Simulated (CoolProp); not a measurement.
Saturated liquid density (kg/m³) of carbonyl sulfide: the reference equation beside estimates from Tc = 105.6 °C, pc = 6.369 MPa, ω = 0.098. Rackett uses Z = 0.29056 − 0.08775 ω.

Model: reference Helmholtz-energy equation of state, Lemmon 2006, in CoolProp. It is a short technical equation, of lower accuracy than the large ones.

| T (°C) | reference | Rackett | van der Waals | Redlich-Kwong | Soave-Redlich-Kwong | Peng-Robinson |
|---|---|---|---|---|---|---|
| 0.85 | 1056 | 1036 | 679.0 | 979.6 | 989.6 | 1121 |
| 3.35 | 1050 | 1029 | 674.8 | 972.1 | 982.4 | 1113 |
| 5.85 | 1043 | 1023 | 670.5 | 964.5 | 975.0 | 1105 |
| 8.45 | 1036 | 1016 | 666.0 | 956.4 | 967.3 | 1096 |
| 10.95 | 1030 | 1010 | 661.6 | 948.6 | 959.6 | 1088 |
| 13.45 | 1023 | 1003 | 657.2 | 940.6 | 951.9 | 1079 |
| 16.05 | 1016 | 996.5 | 652.5 | 932.2 | 943.7 | 1070 |
| 18.55 | 1009 | 989.8 | 647.9 | 923.9 | 935.7 | 1061 |
| 21.05 | 1002 | 983.0 | 643.2 | 915.5 | 927.5 | 1052 |
| 23.65 | 994.2 | 975.8 | 638.3 | 906.6 | 918.8 | 1042 |
| 26.15 | 986.9 | 968.8 | 633.5 | 898.0 | 910.3 | 1032 |
| 28.65 | 979.5 | 961.7 | 628.6 | 889.1 | 901.7 | 1023 |
| 31.25 | 971.7 | 954.2 | 623.4 | 879.8 | 892.5 | 1012 |
| 33.75 | 964.0 | 946.8 | 618.3 | 870.6 | 883.4 | 1002 |
| 36.25 | 956.2 | 939.4 | 613.1 | 861.3 | 874.2 | 991.5 |

Absolute difference from the reference over all 15 rows, mean and median: Rackett 1.9 and 1.9 %, van der Waals 35.8 and 35.8 %, Redlich-Kwong 8.5 and 8.4 %, Soave-Redlich-Kwong 7.3 and 7.3 %, Peng-Robinson 5.1 and 5.2 %.
